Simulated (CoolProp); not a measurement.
A Linde-Hampson liquefier for ethane: isothermal reversible compression at 320 K from 1 atm to 40 MPa, throttling to 1 atm, return gas leaving the recuperator 0 K below the feed. Each further row changes one setting.

Values from CoolProp's reference Helmholtz-energy equation of state, Bücker 2006.

```json
[
 {"case": "as stated", "liquid yield per pass": "0.461", "compression work (kJ/kg of gas)": "414"},
 {"case": "as stated", "liquid yield per pass": "0.461", "compression work (kJ/kg of gas)": "414"},
 {"case": "high pressure 80 MPa", "liquid yield per pass": "…", "compression work (kJ/kg of gas)": "499"},
 {"case": "warm-end temperature 350 K", "liquid yield per pass": "…", "compression work (kJ/kg of gas)": "…"},
 {"case": "warm-end gap 5 K", "liquid yield per pass": "0.454", "compression work (kJ/kg of gas)": "414"}
]
```

Task: What belongs in the gaps?

Result: 
- high pressure 80 MPa, liquid yield per pass: 0.410
- warm-end temperature 350 K, liquid yield per pass: 0.392
- warm-end temperature 350 K, compression work (kJ/kg of gas): 482
